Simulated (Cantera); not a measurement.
What does this Cantera script print?

```python
import numpy as np
import cantera as ct

gas_names = """
    H HO2 H2 H2O H2O2 O OH O2 O3 Si SiH SiH2 SiH3 SiH4 SiO SiO2 Si2 Si3
""".split()
cond_names = """
    H2O(s) H2O(L) Si(cr) Si(L) SiO2(Lqz) SiO2(hqz) SiO2(L)
""".split()


# ... load() reads the species with a 1 bar reference pressure and builds the phases ...
atoms = {
    'Si': {'Si': 1},
    'O2': {'O': 2},
    'H2': {'H': 2},
}
top_T = {}  # K; cautious upper limits of use, not melting points


# ... equilibrate(T, P, feed) seeds the gas with the atoms and calls Mixture.equilibrate('TP', solver="vcs", rtol=1e-11, max_steps=5000) ...
results = []
T = 1548.15  # K
P = 250  # Pa
for m in [0.024, 0.037, 0.056, 0.084, 0.13, 0.19, 0.29, 0.44, 0.67, 1, 1.5, 2.3]:
    feed = {'Si': 1, 'O2': m, 'H2': 130}  # mol
    mix = equilibrate(T, P, feed)
    results.append((T, P, feed, dict(zip(mix.species_names, mix.species_moles))))
    x = sorted(zip(gas.X, gas.species_names), reverse=True)
    print(f"T = {T:g} K  P = {P:g} Pa  n(O2) = {m:g} mol  gas = {mix.phase_moles(0):.4g} mol")
    print("   x: " + "  ".join(f"{s} {v:.3e}" for v, s in x if v > 1e-06))
    print("   condensed (mol): " + ("  ".join(f"{mix.phase(i).name} {mix.phase_moles(i):.4g}"
          for i in range(1, mix.n_phases) if mix.phase_moles(i) > 1e-12) or "none"))
```

Result:

```
T = 1548.15 K  P = 250 Pa  n(O2) = 0.024 mol  gas = 130.1 mol
   x: H2 9.990e-01  H 6.166e-04  SiO 3.690e-04  Si 1.275e-05  SiH2 2.728e-06  SiH 1.687e-06
   condensed (mol): Si(cr) 0.9498
T = 1548.15 K  P = 250 Pa  n(O2) = 0.037 mol  gas = 130.1 mol
   x: H2 9.988e-01  H 6.165e-04  SiO 5.687e-04  Si 1.275e-05  SiH2 2.728e-06  SiH 1.687e-06
   condensed (mol): Si(cr) 0.9238
T = 1548.15 K  P = 250 Pa  n(O2) = 0.056 mol  gas = 130.2 mol
   x: H2 9.985e-01  SiO 8.605e-04  H 6.164e-04  Si 1.275e-05  SiH2 2.727e-06  SiH 1.686e-06
   condensed (mol): Si(cr) 0.8858
T = 1548.15 K  P = 250 Pa  n(O2) = 0.084 mol  gas = 130.2 mol
   x: H2 9.981e-01  SiO 1.290e-03  H 6.163e-04  Si 1.275e-05  SiH2 2.726e-06  SiH 1.686e-06
   condensed (mol): Si(cr) 0.8298
T = 1548.15 K  P = 250 Pa  n(O2) = 0.13 mol  gas = 130.3 mol
   x: H2 9.974e-01  SiO 1.995e-03  H 6.161e-04  Si 1.275e-05  SiH2 2.724e-06  SiH 1.685e-06
   condensed (mol): Si(cr) 0.7378
T = 1548.15 K  P = 250 Pa  n(O2) = 0.19 mol  gas = 130.4 mol
   x: H2 9.965e-01  SiO 2.914e-03  H 6.158e-04  Si 1.275e-05  SiH2 2.721e-06  SiH 1.685e-06
   condensed (mol): Si(cr) 0.6178
T = 1548.15 K  P = 250 Pa  n(O2) = 0.29 mol  gas = 130.6 mol
   x: H2 9.949e-01  SiO 4.440e-03  H 6.153e-04  Si 1.275e-05  SiH2 2.717e-06  SiH 1.683e-06
   condensed (mol): Si(cr) 0.4178
T = 1548.15 K  P = 250 Pa  n(O2) = 0.44 mol  gas = 130.9 mol
   x: H2 9.926e-01  SiO 6.721e-03  H 6.146e-04  Si 1.275e-05  SiH2 2.711e-06  SiH 1.681e-06
   condensed (mol): Si(cr) 0.1178
T = 1548.15 K  P = 250 Pa  n(O2) = 0.67 mol  gas = 130.8 mol
   x: H2 9.934e-01  SiO 5.522e-03  H 6.149e-04  H2O 4.748e-04
   condensed (mol): SiO2(hqz) 0.2779
T = 1548.15 K  P = 250 Pa  n(O2) = 1 mol  gas = 130.3 mol
   x: H2 9.961e-01  SiO 1.621e-03  H2O 1.621e-03  H 6.157e-04
   condensed (mol): SiO2(hqz) 0.7888
T = 1548.15 K  P = 250 Pa  n(O2) = 1.5 mol  gas = 130.1 mol
   x: H2 9.910e-01  H2O 8.014e-03  H 6.141e-04  SiO 3.264e-04
   condensed (mol): SiO2(hqz) 0.9575
T = 1548.15 K  P = 250 Pa  n(O2) = 2.3 mol  gas = 130.1 mol
   x: H2 9.791e-01  H2O 2.012e-02  H 6.104e-04  SiO 1.284e-04
   condensed (mol): SiO2(hqz) 0.9833
```

These are equilibrium values from Cantera (NASA tables, ideal gas, pure condensed phases), not measurements of a reactor. The tables hold silica as quartz up to 1696 K and as liquid above; real silica turns to tridymite and cristobalite and melts near 1996 K.
